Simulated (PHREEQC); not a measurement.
A solution holds 2.1 mmol/kgw HF, 9.7 mmol/kgw NH4F and 6.6 mmol/kgw H2SO4, at 35 °C. Closed to the air; pH follows from the charge balance.

The numbers come from PHREEQC with the ion-association model, wateq4f.dat.

Precipitation was switched off in this run.

**Question.** Predict the pH.

**Answer.** pH 2.46.

**Question.** In which forms is F present?

**Answer.** HF 81 %, F- 15 %, H2F2 2.8 %, HF2- 1.2 % of the F.

Complexes and solids missing from the database can't appear.
